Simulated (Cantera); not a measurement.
Standard-state values (1 bar) from the NASA 1993 polynomials, evaluated with Cantera. Values are per mole of reaction as written; species without (g) are pure solids or liquids, kept so even where they would boil at 1 bar.

B + 3 F(g) = BF3(g), with ΔH° = -1373.9 kJ and ΔS° = -227.9 J/K at 300 K.

Task: How far is the shortcut ΔG° ≈ ΔH°(300 K) − T·ΔS°(300 K) from the full temperature-dependent value at 548, 573, 598, 623, 648, 673, 698, 723 K?

Result: 
```csv
T (K),shortcut (kJ),full (kJ),difference (kJ),difference in log10 K
548,-1249.0,-1246.8,-2.2,0.21
573,-1243.3,-1240.7,-2.6,0.23
598,-1237.6,-1234.6,-3.0,0.26
623,-1231.9,-1228.5,-3.4,0.29
648,-1226.2,-1222.3,-3.9,0.31
673,-1220.5,-1216.2,-4.3,0.34
698,-1214.8,-1210.0,-4.8,0.36
723,-1209.1,-1203.8,-5.3,0.38
```
The shortcut ignores the heat-capacity change of the reaction.
